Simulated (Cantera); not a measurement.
Feed: 1 mol CuO, 1.5 mol NF3, 1.4 mol H2, equilibrated at 1350 K and 0.0405 Torr.

Equilibrium computed with Cantera from the NASA thermochemical tables; the gas is ideal and each condensed phase is pure. Candidate condensed phases: Cu, CuF2, CuO, Cu(OH)2, Cu2O, H2O; 45 gas species. Equilibrium is a limit: real reactors are often held back by kinetics, nucleation or transport.

Base state: HF 0.549, N2 0.147, CuF2 0.128, O2 0.0980, CuF 0.0683, F 0.00947, NO 0.000160, O 1.80e-5 (mole fractions); condensed: gas only.

**Question.** What changes in the equilibrium state with this change: H2 from 1.4 to 3.2 mol?

**Answer.** 
| species | before | after |
|---|---|---|
| HF | 0.549 | 0.702 |
| H2O | <1e-9 | 0.157 |
| N2 | 0.147 | 0.119 |
| CuF2 | 0.128 | 3.82e-7 |
| O2 | 0.0980 | 0.000980 |
| CuF | 0.0683 | 0.0121 |
| H2 | <1e-9 | 0.000139 |
| F | 0.00947 | 1.59e-7 |
| Cu | 8.60e-7 | 0.00906 |
| OH | 9.22e-9 | 7.00e-5 |
| Cu(s), mol | 0 | 0.866 |
